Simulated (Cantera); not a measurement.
Feed: 1 mol Si, 0.6 mol Cl2, 2.1 mol F2, at 1.90 mbar.

Cantera equilibrium calculation (NASA polynomials, part measured and part estimated; ideal gas, pure solids and liquids). Candidate condensed phases: Si; 17 gas species. Equilibrium is a limit: real reactors are often held back by kinetics, nucleation or transport.

x: gas mole fraction; nothing condenses.

| T (K) | x SiF4 | x Cl2 | x ClF | x Cl | x F |
|---|---|---|---|---|---|
| 498 | 0.588 | 0.294 | 0.118 | 1.59e-9 | 7.41e-11 |
| 573 | 0.588 | 0.294 | 0.118 | 7.64e-8 | 4.68e-9 |
| 648 | 0.588 | 0.294 | 0.118 | … | … |
| 723 | 0.588 | 0.294 | 0.118 | 1.61e-5 | 1.45e-6 |
| 798 | 0.588 | 0.294 | 0.118 | 0.000111 | 1.14e-5 |
| 873 | 0.588 | 0.294 | 0.118 | … | … |
| 948 | 0.588 | 0.293 | 0.117 | 0.00212 | 0.000268 |
| 1023 | 0.586 | 0.290 | 0.116 | 0.00672 | 0.000920 |
| 1098 | 0.582 | 0.283 | 0.114 | 0.0181 | 0.00265 |
| 1173 | 0.574 | 0.269 | 0.108 | 0.0422 | 0.00658 |
| 1248 | 0.559 | 0.243 | 0.0975 | 0.0866 | 0.0142 |

Problem. Fill in the missing entries.

Solution. 
- 648, x Cl: 1.51e-6
- 648, x F: 1.14e-7
- 873, x Cl: 0.000551
- 873, x F: 6.33e-5
